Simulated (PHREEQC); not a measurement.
Make-up at 25 °C: 1 mol K2CO3 and 0.94 mol KCl per kg of water. Closed to the air; pH follows from the charge balance.

The numbers come from PHREEQC with the Pitzer model, pitzer.dat.

```yaml
pH: 11.88
ionic_strength: 3.93 mol/kgw
activity_of_water: 0.926
density: 1.139 g/cm³
osmotic_coefficient: 0.877
total_alkalinity: 2000 meq/kg
```

| species | molality | activity | log γ |
|---|---|---|---|
| K+ | 2.94 | 1.44 | -0.309 |
| CO3-2 | 0.994 | 0.111 | -0.952 |
| Cl- | 0.940 | 0.542 | -0.239 |
| OH- | 0.00620 | 0.00707 | 0.056 |
| HCO3- | 0.00620 | 0.00321 | -0.286 |
| CO2 | 7.56e-9 | 1.01e-8 | 0.126 |

No solid was allowed to form. In brines, pH and single-ion activities rest on the MacInnes convention.
